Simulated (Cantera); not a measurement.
Cantera run:

```python
import numpy as np
import cantera as ct

gas_names = [...]  # 151 gases of nasa_gas.yaml made of C, H, N, O, Si
cond_names = """
    C(gr) C6H6(L) C7H8(L) C8H18(L),n-octa H2O(s) H2O(L) Si(cr) Si(L) SiC(b) SiO2(Lqz) SiO2(hqz) SiO2(L)
    Si2N2O(s) Si3N4(a)
""".split()


# ... load() reads the species with a 1 bar reference pressure and builds the phases ...
atoms = {
    'TEOS': {'Si': 1, 'C': 8, 'H': 20, 'O': 4},
    'NO': {'N': 1, 'O': 1},
    'N2': {'N': 2},
}
top_T = {'C(gr)': 4500, 'SiC(b)': 3050, 'Si2N2O(s)': 2100, 'Si3N4(a)': 2400}  # K; cautious upper limits of use, not melting points


# ... equilibrate(T, P, feed) seeds the gas with the atoms and calls Mixture.equilibrate('TP', solver="vcs", rtol=1e-11, max_steps=5000) ...
results = []
feed = {'TEOS': 1, 'NO': 1, 'N2': 130}  # mol
P = 190  # Pa
for T in [1398, 1448, 1498, 1548, 1598, 1648, 1698, 1748, 1798, 1848, 1898, 1948, 1998, 2048]:
    mix = equilibrate(T, P, feed)
    results.append((T, P, feed, dict(zip(mix.species_names, mix.species_moles))))

top = {s: max(r[3][s] / sum(r[3][g] for g in gas_names) for r in results) for s in gas_names}
cols = sorted((s for s in top if top[s] > 0.001), key=lambda s: -top[s])[:5]
seen = [c for c in cond_names if any(r[3].get(c, 0) > 1e-12 for r in results)]
print("log10 of partial pressures in bar; condensed amounts in mol")
print(f"{'T/K':>10s}" + "".join(f"{s[:9]:>10s}" for s in cols + seen))
for T, P, feed, n in results:
    ng = sum(n[g] for g in gas_names)
    print(f"{T:10.4g}" + "".join(f"{np.log10(max(n[s] / ng * P / 1e5, 1e-99)):10.3f}" for s in cols)
          + "".join(f"{n.get(c, 0):10.4g}" for c in seen))
```

Output:

```
log10 of partial pressures in bar; condensed amounts in mol
       T/K        N2        H2        CO         H       HCN     C(gr)    SiC(b) Si2N2O(s)
      1398    -2.767    -3.882    -4.228    -7.266    -6.636     3.484         0    0.4979
      1448    -2.769    -3.885    -4.186    -6.978    -6.468     1.989    0.9922         0
      1498    -2.769    -3.885    -4.186    -6.708    -6.309     1.981    0.9903         0
      1548    -2.769    -3.886    -4.186    -6.455    -6.161      1.97    0.9881         0
      1598    -2.769    -3.887    -4.186    -6.217    -6.022     1.954    0.9856         0
      1648    -2.769    -3.888    -4.187    -5.994    -5.892     1.933    0.9826         0
      1698    -2.769    -3.890    -4.187    -5.785    -5.770     1.906     0.979         0
      1748    -2.769    -3.893    -4.188    -5.587    -5.656     1.872    0.9741         0
      1798    -2.769    -3.896    -4.188    -5.402    -5.549     1.832    0.9665         0
      1848    -2.770    -3.901    -4.189    -5.226    -5.448     1.788     0.953         0
      1898    -2.770    -3.908    -4.189    -5.061    -5.354     1.744    0.9262         0
      1948    -2.771    -3.917    -4.190    -4.906    -5.267     1.714    0.8708         0
      1998    -2.772    -3.930    -4.192    -4.760    -5.186     1.725     0.755         0
      2048    -2.774    -3.946    -4.194    -4.623    -5.111     1.826    0.5154         0
```

Cantera equilibrium calculation (NASA polynomials, part measured and part estimated; ideal gas, pure solids and liquids). The feed counts by its element totals alone. The tables' values for SiN are old estimates; treat these amounts as uncertain.
